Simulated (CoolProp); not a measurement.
n-octane along the isobar 1.23 MPa: Z from the reference equation and from simpler models built on Tc = 568.7 K, pc = 2.484 MPa, ω = 0.398; each cubic takes its own stable root.

The numbers come from the reference Helmholtz-energy equation of state, Beckmüller 2019 in CoolProp.

| T (K) | phase | reference |
|---|---|---|
| 269.5 | liquid | 0.08680 |
| 308.3 | liquid | 0.07927 |
| 347.1 | liquid | 0.07384 |
| 385.9 | liquid | 0.07002 |
| 424.7 | liquid | 0.06764 |
| 463.5 | liquid | 0.06678 |
| 502.3 | liquid | 0.06824 |
| 541.1 | gas | 0.7384 |
| 579.9 | gas | 0.8126 |

Task: How far does each simpler model (Redlich-Kwong, Soave-Redlich-Kwong, Peng-Robinson) lie from the reference over these 9 states: mean and median of the absolute difference, and the worst?

Result: 
- Redlich-Kwong: mean 19.2 %, median 21.4 %, worst +31.8 % at 502.3 K and 1.23 MPa
- Soave-Redlich-Kwong: mean 13.7 %, median 15.8 %, worst +21.0 % at 502.3 K and 1.23 MPa
- Peng-Robinson: mean 3.0 %, median 2.6 %, worst +6.7 % at 502.3 K and 1.23 MPa
